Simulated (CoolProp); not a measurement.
Aqueous magnesium chloride as a coolant, at 37 °C, 1 atm.

Values from CoolProp's Melinder's fits for secondary coolants.

```csv
mass %,freezing point (°C),cp (kJ/(kg K)),Prandtl number,density (kg/m³),viscosity (mPa s)
4.8,-2.9,3.923,5.25,1033,0.823
7,-4.7,3.800,5.26,1051,0.846
9.3,-7.3,3.673,5.50,1071,0.909
11.6,-10.7,3.551,5.97,1091,1.01
13.9,-14.7,3.436,6.53,1111,1.13
16.2,-19.3,3.328,7.10,1132,1.25
18.5,-24.6,3.225,7.84,1153,1.41
20.8,-31.2,3.120,9.62,1176,1.77
23,-39.6,3.009,15.3,1198,2.87
25.3,-52.1,2.869,43.9,1223,8.54
```
